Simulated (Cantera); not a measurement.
A freely propagating, adiabatic, planar premixed flame of CH4 : C2H6 : O2 : N2 = 1 : 0.083 : 1.91 : 7.18 (molar parts), equivalence ratio 1.2, unburnt at 375 K and 0.987 atm; mixture-averaged transport, grid criteria slope 0.08 and curve 0.16, no radiation.

Detailed kinetics in Cantera: GRI-Mech 3.0 (53 species, 325 reactions). Burning velocities carry a grid error of a few per cent, more on coarse grids.

Task: What does this change do: inlet temperature 375 to 550 K?

Result: 
```csv
quantity,before,after
laminar burning velocity,51.2 cm/s,103 cm/s
thermal thickness,0.412 mm,0.344 mm
peak x(H2),0.0352,0.0376
peak x(HCO),4.55e-5,6.54e-5
peak x(O),0.00146,0.00219
```
